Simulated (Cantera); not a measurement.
## Adiabatic ignition

An adiabatic, constant-volume homogeneous reactor starts with H2 : O2 : N2 = 1 : 1.14 : 4.27 (molar parts), equivalence ratio 0.44, at 1700 K and 1580 Torr.

Detailed kinetics in Cantera: GRI-Mech 3.0 (53 species, 325 reactions). The hydrogen kinetics of GRI-Mech 3.0 are dated; newer H2 mechanisms differ, most at raised pressure.

```csv
t (s),T (K),P (bar),x H2,x O2,x H2O,x H2O2,x NO,x NO2
1.00e-6,1700,2.10,0.156,0.178,1.59e-5,4.73e-8,<1e-12,<1e-12
2.32e-6,1701,2.10,0.154,0.177,0.00134,3.50e-7,1.67e-10,<1e-12
5.37e-6,1984,2.41,0.0184,0.0963,0.109,1.20e-6,1.59e-5,6.86e-9
1.25e-5,2433,2.87,0.0126,0.0958,0.129,5.37e-7,9.29e-5,5.32e-8
2.89e-5,2717,3.15,0.00637,0.0987,0.145,7.52e-7,0.000410,3.36e-7
6.69e-5,2766,3.20,0.00509,0.0993,0.149,9.89e-7,0.00126,1.07e-6
0.000155,2764,3.19,0.00505,0.0984,0.149,9.82e-7,0.00313,2.65e-6
0.000360,2758,3.19,0.00500,0.0968,0.149,9.65e-7,0.00691,5.83e-6
0.000834,2749,3.17,0.00491,0.0940,0.150,9.37e-7,0.0130,1.09e-5
0.00193,2740,3.16,0.00482,0.0914,0.150,9.11e-7,0.0189,1.57e-5
0.00448,2737,3.16,0.00479,0.0906,0.150,9.02e-7,0.0208,1.72e-5
0.0104,2736,3.16,0.00479,0.0905,0.150,9.02e-7,0.0209,1.73e-5
0.0241,2736,3.16,0.00479,0.0905,0.150,9.02e-7,0.0209,1.73e-5
0.0558,2736,3.16,0.00479,0.0905,0.150,9.02e-7,0.0209,1.73e-5
0.129,2736,3.16,0.00479,0.0905,0.150,9.02e-7,0.0209,1.73e-5
0.300,2736,3.16,0.00479,0.0905,0.150,9.02e-7,0.0209,1.73e-5
```
x: mole fraction; the columns are a selection and need not sum to one.

```json
{
  "time_of_steepest_temperature_rise": "4.07 µs",
  "temperature at 0.300 s": "2736 K",
  "equilibrium_temperature": "2736 K",
  "x(H2) at 0.300 s": "0.00479 (gas-phase equilibrium 0.00479)",
  "x(O2) at 0.300 s": "0.0905 (gas-phase equilibrium 0.0905)",
  "x(H2O) at 0.300 s": "0.150 (gas-phase equilibrium 0.150)"
}
```
